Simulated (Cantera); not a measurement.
What does this Cantera script print?

```python
import numpy as np
import cantera as ct

gas_names = """
    H HO2 H2 H2O H2O2 O OH O2 O3 V VO VO2
""".split()
cond_names = """
    H2O(s) H2O(L) V(cr) V(L) VO(s) VO(L) V2O3(s) V2O3(L) V2O4(I) V2O4(II) V2O4(L) V2O5(s) V2O5(L)
""".split()


# ... load() reads the species with a 1 bar reference pressure and builds the phases ...
atoms = {
    'V2O5': {'V': 2, 'O': 5},
    'H2': {'H': 2},
    'H2O': {'H': 2, 'O': 1},
}
top_T = {}  # K; cautious upper limits of use, not melting points


# ... equilibrate(T, P, feed) seeds the gas with the atoms and calls Mixture.equilibrate('TP', solver="vcs", rtol=1e-11, max_steps=5000) ...
results = []
feed = {'V2O5': 1, 'H2': 0.44, 'H2O': 2.8}  # mol
T = 2223  # K
P = 18000  # Pa
mix = equilibrate(T, P, feed)
results.append((T, P, feed, dict(zip(mix.species_names, mix.species_moles))))
x = sorted(zip(gas.X, gas.species_names), reverse=True)
print(f"T = {T:g} K  P = {P:g} Pa  gas = {mix.phase_moles(0):.4g} mol")
print("   x: " + "  ".join(f"{s} {v:.3e}" for v, s in x if v > 1e-06))
print("   condensed (mol): " + ("  ".join(f"{mix.phase(i).name} {mix.phase_moles(i):.4g}"
      for i in range(1, mix.n_phases) if mix.phase_moles(i) > 1e-12) or "none"))
```

It prints:

```
T = 2223 K  P = 18000 Pa  gas = 3.649 mol
   x: H2O 8.678e-01  O2 7.617e-02  VO2 2.357e-02  OH 1.917e-02  H2 9.748e-03  O 2.033e-03  H 1.491e-03  HO2 5.736e-06  VO 2.167e-06
   condensed (mol): V2O4(L) 0.957
```

Method: chemical equilibrium by Gibbs-energy minimisation in Cantera with the NASA 1993 tables (ideal gas, pure condensed phases). Condensed phases not in the tables: the oxides between V2O3 and V2O5 other than VO2.
